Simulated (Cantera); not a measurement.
## S + H2O + N2 (abatement and gas-phase synthesis)

A closed system holds: 1 mol S, 2.5 mol H2O, 6 mol N2, at 0.100 bar.

Cantera equilibrium calculation (NASA polynomials, part measured and part estimated; ideal gas, pure solids and liquids). Candidate condensed phases: H2O, H2SO4, S; 35 gas species. Kinetics and transport are ignored.

From 2150 K to 2850 K nothing is condensed.

| T (K) | x N2 | x H2O | x H2 | x H | x SO2 | x SO | x OH | x S | x S2 | x O |
|---|---|---|---|---|---|---|---|---|---|---|
| 2150 | 0.642 | 0.151 | 0.110 | 0.00443 | 0.0468 | 0.0217 | 0.000783 | 0.00304 | 0.0147 | 2.22e-5 |
| 2250 | 0.637 | 0.143 | 0.115 | 0.00797 | 0.0469 | 0.0272 | 0.00148 | 0.00451 | 0.0109 | 7.08e-5 |
| 2350 | 0.633 | 0.135 | 0.118 | 0.0135 | 0.0463 | 0.0325 | 0.00267 | 0.00617 | 0.00759 | 0.000208 |
| 2450 | 0.627 | 0.128 | 0.118 | 0.0218 | 0.0450 | 0.0371 | 0.00462 | 0.00786 | 0.00494 | 0.000567 |
| 2550 | 0.620 | 0.120 | 0.116 | 0.0335 | 0.0430 | 0.0407 | 0.00764 | 0.00946 | 0.00309 | 0.00145 |
| 2650 | 0.610 | 0.111 | 0.111 | 0.0495 | 0.0401 | 0.0433 | 0.0120 | 0.0110 | 0.00193 | 0.00341 |
| 2750 | 0.596 | 0.0981 | 0.106 | 0.0703 | 0.0361 | 0.0452 | 0.0175 | 0.0129 | 0.00128 | 0.00738 |
| 2850 | 0.579 | 0.0820 | 0.0987 | 0.0967 | 0.0306 | 0.0463 | 0.0236 | 0.0154 | 0.000929 | 0.0144 |
x: gas mole fraction; nothing condenses.
